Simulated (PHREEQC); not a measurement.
Solution (25 °C): 1.3 mmol/kgw CdCl2, 8.6 mmol/kgw H3BO3 and 150 mmol/kgw FeSO4. Closed to the air; pH follows from the charge balance.

Computed with PHREEQC (ion-association model, wateq4f.dat).

Precipitation was switched off in this run.

Task: Estimate the pH.

Result: pH 5.70.

Task: In which forms is Cd present?

Result: CdSO4 40 %, Cd(SO4)2-2 31 %, Cd+2 27 %, CdCl+ 1.7 % of the Cd.

Complexes and solids missing from the database can't appear.
